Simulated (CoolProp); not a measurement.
Saturation properties of carbon monoxide (Tc = 132.9 K, pc = 3.498 MPa, ω = 0.050).

Model: reference Helmholtz-energy equation of state, Lemmon 2006, in CoolProp. It is a short technical equation, of lower accuracy than the large ones.

```csv
T (K),p (MPa),liquid cp (kJ/(kg K)),vapour Z,surface tension (mN/m)
92.1,0.2881,2.206,0.9135,7.32
95.4,0.3809,2.241,0.8948,6.65
98.6,0.4901,2.284,0.8745,6.00
101.8,0.6204,2.338,0.8519,5.36
105,0.7742,2.408,0.8269,4.73
108.3,0.9596,2.500,0.7984,4.09
111.5,1.168,2.617,0.7678,3.49
114.7,1.407,2.775,0.7339,2.89
117.9,1.679,2.999,0.6962,2.32
```

It boils at 81.6 K under 1 atm.

Surface tension comes from a separate correlation (Mulero 2012).
